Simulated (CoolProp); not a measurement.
Vapour-liquid equilibrium of cyclohexane (1) + p-xylene (2) at 32.75 °C; x and y are mole fractions of (1).

The numbers come from the multi-fluid Helmholtz-energy mixture model, Zhou 2014 and Zhou 2012; pair parameters Bell 2016 in CoolProp.

```tsv
x	bubble pressure, mixture model (bar)	bubble pressure, Raoult's law (bar)	y, mixture model	y, Raoult's law
0.05	0.03045	0.02637	0.433	0.346
0.15	0.05270	0.04283	0.704	0.640
0.25	0.07221	0.05928	0.806	0.771
0.35	0.08950	0.07574	0.861	0.844
0.45	0.1051	0.09220	0.896	0.892
0.55	0.1196	0.1087	0.922	0.925
0.65	0.1333	0.1251	0.942	0.949
0.75	0.1469	0.1416	0.960	0.968
0.85	0.1607	0.1580	0.976	0.983
0.95	0.1751	0.1745	0.992	0.995
```

The largest gap from Raoult's law is +23.0 % in bubble pressure, at x = 0.15. No azeotrope shows between x = 0.05 and 0.95.

Pair parameters are fitted to limited data, so mixtures are less certain than the pure fluids.
